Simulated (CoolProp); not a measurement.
Model: reference Helmholtz-energy equation of state, Wu 2012, in CoolProp.

For fluoroethane (R161), give the phase and the density (kg/m³), cp (kJ/(kg K)), cv (kJ/(kg K)), fugacity coefficient at 308.5 K and 1.46 MPa.


- 308.5 K and 1.46 MPa: liquid; density 689, cp 2.37, cv 1.48, fugacity coefficient 0.700
